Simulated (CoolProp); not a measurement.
Vapour-liquid equilibrium of dimethyl ether (1) + isobutane (2) at 330.9 K; x and y are mole fractions of (1).

The numbers come from the multi-fluid Helmholtz-energy mixture model, Wu 2011 and Bücker 2006; pair parameters Bell 2016 in CoolProp.

```
x     bubble pressure, mixture model (MPa)  bubble pressure, Raoult's law (MPa)  y, mixture model  y, Raoult's law
----  ------------------------------------  -----------------------------------  ----------------  ---------------
0.05                                0.8786                               0.8524             0.095            0.081
0.15                                0.9749                               0.9073             0.248            0.227
0.25                                 1.058                               0.9623             0.369            0.357
0.35                                 1.129                                1.017             0.469            0.473
0.45                                 1.191                                1.072             0.557            0.577
0.55                                 1.243                                1.127             0.637            0.671
0.65                                 1.287                                1.182             0.713            0.756
0.75                                 1.324                                1.237             0.789            0.833
0.85                                 1.351                                1.292             0.868            0.904
0.95                                 1.370                                1.347             0.954            0.969
```

The largest gap from Raoult's law is +11.1 % in bubble pressure, at x = 0.45. No azeotrope shows between x = 0.05 and 0.95.

Pair parameters are fitted to limited data, so mixtures are less certain than the pure fluids.
